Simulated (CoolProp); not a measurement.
Properties of normal hydrogen along the isotherm 72.8 K (Tc = 33.1 K, pc = 1296 kPa, ω = -0.219).

Values from CoolProp's reference Helmholtz-energy equation of state, Leachman 2009.

```csv
p (kPa),phase,cv (kJ/(kg K)),expansivity (1/kK)
1080,gas,6.493,15.10
2160,supercritical,6.557,___
3240,supercritical,6.613,17.57
4320,supercritical,6.664,18.41
5400,supercritical,___,18.89
6480,supercritical,6.749,18.99
7560,supercritical,___,18.75
8640,supercritical,6.819,18.24
9720,supercritical,6.850,17.55
10800,supercritical,6.879,16.77
11900,supercritical,___,15.93
13000,supercritical,___,15.11
```

### Question
What belongs in the gaps?

### Answer

- 2160, expansivity (1/kK): 16.43
- 5400, cv (kJ/(kg K)): 6.708
- 7560, cv (kJ/(kg K)): 6.785
- 11900, cv (kJ/(kg K)): 6.908
- 13000, cv (kJ/(kg K)): 6.937
